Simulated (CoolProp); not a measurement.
Properties of n-perfluorohexane at several states.

Computed with CoolProp (reference Helmholtz-energy equation of state, Gao 2022).

| T (K) | p (MPa) | phase | density (kg/m³) | cp (kJ/(kg K)) | cv (kJ/(kg K)) |
|---|---|---|---|---|---|
| 347.3 | 0.14 | gas | 17.69 | 0.9046 | 0.8692 |
| 254.3 | 4.73 | liquid | 1814 | 0.9751 | 0.7871 |
| 231.8 | 0.0535 | liquid | 1862 | 0.9431 | 0.7495 |
| 215.2 | 3.46 | liquid | 1916 | 0.9169 | 0.7226 |
| 200.6 | 8.77 | liquid | 1967 | 0.8954 | 0.6999 |
| 219.4 | 0.0669 | liquid | 1896 | 0.9242 | 0.7288 |
